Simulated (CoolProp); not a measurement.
Hexamethyldisiloxane (MM) at several states: Z from the reference equation and from simpler models built on Tc = 245.6 °C, pc = 19.31 bar, ω = 0.418; each cubic takes its own stable root.

Values from CoolProp's reference Helmholtz-energy equation of state, Thol 2016.

| T (°C) | p (bar) | phase | reference | van der Waals | Soave-Redlich-Kwong |
|---|---|---|---|---|---|
| 316.75 | 0.84 | gas | 0.9902 | 0.9905 | 0.9909 |
| -38.95 | 0.981 | liquid | 0.009910 | 0.01671 | 0.01088 |
| 108.45 | 9.52 | liquid | 0.07294 | 0.1197 | 0.07799 |
| -16.15 | 1.05 | liquid | 0.009946 | 0.01669 | 0.01082 |
